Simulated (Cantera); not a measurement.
Cantera run, input and output.

```python
import numpy as np
import cantera as ct

gas = ct.Solution("h2o2.yaml")
gas.TPX = 375, 500000, {'H2': 1, 'O2': 0.505, 'N2': 1.9}
flame = ct.FreeFlame(gas, width=0.013)
flame.set_refine_criteria(ratio=3, slope=0.08, curve=0.16)
flame.transport_model = "mixture-averaged"
flame.solve(loglevel=0, auto=True)
flame.transport_model = "multicomponent"
flame.soret_enabled = True
flame.solve(loglevel=0, refine_grid=True)
z, T = flame.grid, flame.T
thick = (T[-1] - T[0]) / np.gradient(T, z).max()
show = ['H2', 'O2', 'H', 'H2O2', 'OH', 'O']
print(f"laminar burning velocity  {flame.velocity[0] * 100:.3f} cm/s")
print(f"burnt temperature         {T[-1]:.1f} K")
print(f"thermal thickness         {thick * 1e3:.4f} mm")
print(f"grid points               {len(z)}")
z0 = z[flame.heat_release_rate.argmax()]
print(f"{'z/mm':>9s}{'T/K':>9s}{'u/(m/s)':>9s}" + "".join(f"{s:>11s}" for s in show))
rows = []
for k in (-3, -2, -1.5, -1, -0.5, -0.25, 0, 0.25, 0.5, 1, 2, 4, 8):
    zz = z0 + k * thick
    rows.append([k * thick, np.interp(zz, z, T), np.interp(zz, z, flame.velocity),
                 *(np.interp(zz, z, flame.X[gas.species_index(s)]) for s in show)])
    print(f"{rows[-1][0] * 1e3:9.3f}{rows[-1][1]:9.1f}{rows[-1][2]:9.3f}" + "".join(f"{x:11.3e}" for x in rows[-1][3:]))
```

Output:

```
laminar burning velocity  248.828 cm/s
burnt temperature         2438.3 K
thermal thickness         0.0506 mm
grid points               112
     z/mm      T/K  u/(m/s)         H2         O2          H       H2O2         OH          O
   -0.152    375.0    2.488  2.936e-01  1.483e-01  3.973e-15  4.420e-11  1.577e-13  3.375e-11
   -0.101    375.0    2.486  2.931e-01  1.484e-01  9.992e-14  1.921e-09  4.194e-12  7.962e-10
   -0.076    375.2    2.482  2.913e-01  1.488e-01  9.246e-13  1.924e-08  4.698e-11  5.517e-09
   -0.051    377.0    2.469  2.832e-01  1.505e-01  5.535e-11  3.563e-07  3.935e-09  5.705e-08
   -0.025    449.0    2.763  2.304e-01  1.595e-01  1.461e-06  5.054e-05  1.415e-05  4.211e-06
   -0.013    797.4    4.737  1.814e-01  1.482e-01  1.040e-03  1.609e-04  8.615e-04  2.000e-04
    0.000   1285.8    7.544  1.237e-01  1.096e-01  8.873e-03  5.244e-05  2.655e-03  2.060e-03
    0.013   1621.9    9.485  7.201e-02  6.598e-02  1.776e-02  6.423e-06  6.739e-03  4.894e-03
    0.025   1813.6   10.587  4.557e-02  4.051e-02  1.995e-02  3.557e-06  1.085e-02  6.079e-03
    0.051   2004.3   11.642  3.147e-02  2.526e-02  1.556e-02  2.071e-06  1.412e-02  5.561e-03
    0.101   2166.9   12.492  2.498e-02  1.923e-02  9.011e-03  1.300e-06  1.385e-02  3.622e-03
    0.202   2289.2   13.103  1.852e-02  1.518e-02  4.552e-03  8.973e-07  1.179e-02  2.030e-03
    0.405   2369.0   13.487  1.274e-02  1.233e-02  2.181e-03  6.497e-07  9.457e-03  1.108e-03
```

Computed with Cantera and the H2/O2 subset of GRI-Mech 3.0, which has no nitrogen chemistry. The hydrogen kinetics of GRI-Mech 3.0 are dated; newer H2 mechanisms differ, most at raised pressure. Burning velocities carry a grid error of a few per cent, more on coarse grids.
